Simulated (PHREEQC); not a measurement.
Make-up at 75 °C: 0.008 mol FeSO4, 0.24 mol CaCl2, 0.04 mol NaH2PO4 and 0.0057 mol NaCl per kg of water. Closed to the air; pH follows from the charge balance.

All values are PHREEQC results (ion-association model with the Debye-Hückel limiting law, phreeqc.dat), not measurements.

Q: The ionic strength comes out as 0.787 mol/kgw. What activity coefficients do NaSO4-, H2PO4-, Fe+2, H+, FeCl+ get?

A: NaSO4- 0.32, H2PO4- 0.32, Fe+2 0.0099, H+ 0.32, FeCl+ 0.32.

This is a speciation only: nothing precipitates in the calculation. Caution: at this ionic strength the ion-association model is outside its range; a Pitzer model would be the better tool where its parameters exist. Complexes and solids missing from the database can't appear. Away from 25 °C the constants follow the database's enthalpies or fits; those with neither stay at their 25 °C values.
